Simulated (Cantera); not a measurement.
An isothermal, constant-pressure homogeneous reactor starts with CH₄ : N₂ = 1 : 3.8 (molar parts), at 1100 K and 12.0 Torr. Integrator tolerance rtol = 1e-08.

Detailed kinetics in Cantera: GRI-Mech 3.0 (53 species, 325 reactions). GRI-Mech 3.0 stops at C3 and has no aromatics, soot or wall deposition, so with more carbon than oxygen in the feed, carbon stays in small species such as C2H2 where larger ones or solid carbon would form. Radical loss at walls, strong at low pressure, is not modelled.

What does this change do: temperature 1100 to 1525 K?


| quantity | before | after |
|---|---|---|
| x(CH₄) at 2.00 s | 0.208 (gas-phase equilibrium 0.0640) | 0.114 (gas-phase equilibrium 0.000287) |
| x(H) at 2.00 s | 1.23e-12 (gas-phase equilibrium 8.60e-8) | 2.29e-5 (gas-phase equilibrium 9.57e-5) |
| x(C₂H₆) at 2.00 s | 7.01e-10 (gas-phase equilibrium 9.23e-6) | 4.18e-5 (gas-phase equilibrium 1.19e-9) |
| x(CH₃) at 2.00 s | 6.83e-8 (gas-phase equilibrium 5.76e-7) | 0.000447 (gas-phase equilibrium 2.16e-6) |
| x(CH₂) at 2.00 s | <1e-12 (gas-phase equilibrium <1e-12) | 6.72e-8 (gas-phase equilibrium 6.83e-10) |
| x(C₂H₄) at 2.00 s | 5.90e-11 (gas-phase equilibrium 0.00589) | 0.00162 (gas-phase equilibrium 4.04e-5) |
